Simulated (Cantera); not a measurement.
**Ignition delay**

Mixture: 7.86 % CO, 4.63 % H2, 2.75 % CH4, 17.8 % O2, 66.9 % N2, at 1.01 bar, adiabatic and at constant pressure. Ignition delay is the time to a rise of 400 K.

Detailed kinetics in Cantera: GRI-Mech 3.0 (53 species, 325 reactions). Below about 1000 K GRI-Mech 3.0 lacks low-temperature oxidation paths. Below about 950 K walls govern HO2 and H2O2 in real vessels.

| T0 (K) | delay (ms) |
|---|---|
| 925 | 20.1 |
| 975 | 4.66 |
| 1025 | 1.86 |
| 1075 | 0.927 |
| 1125 | 0.525 |
| 1175 | 0.324 |

The apparent activation energy between 1075 and 1175 K is 110 kJ/mol.
